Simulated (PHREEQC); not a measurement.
Consider water at 70 °C with 0.0034 mol/kgw HF, 7.8e-05 mol/kgw NH4F, 7e-05 mol/kgw H2SiF6 and 0.0002 mol/kgw H2SO4. Closed to the air; pH follows from the charge balance.

The numbers come from PHREEQC with the ion-association model, phreeqc.dat.

| Property | Result |
|---|---|
| pH | 2.97 |
| ionic strength | 0.00135 mol/kgw |
| specific conductance | 1000 µS/cm |
| total alkalinity | -4.22 meq/kg |

```
species  molality  activity   log γ
-------  --------  --------  ------
HF        0.00304   0.00304   0.000
H+        0.00112   0.00107  -0.018
F-       0.000826  0.000790  -0.020
SO4-2    0.000156  0.000131  -0.077
NH4+      7.79e-5   7.44e-5  -0.020
H4SiO4    6.89e-5   6.89e-5   0.000
HSO4-     4.39e-5   4.20e-5  -0.020
HF2-      1.10e-5   1.05e-5  -0.020
SiF6-2    1.09e-6   9.10e-7  -0.077
NH4SO4-   1.31e-7   1.25e-7  -0.020
```

Precipitation was switched off in this run. Complexes and solids missing from the database can't appear. Away from 25 °C the constants follow the database's enthalpies or fits; those with neither stay at their 25 °C values. SiF6-2 is the database's only silicon fluoride.
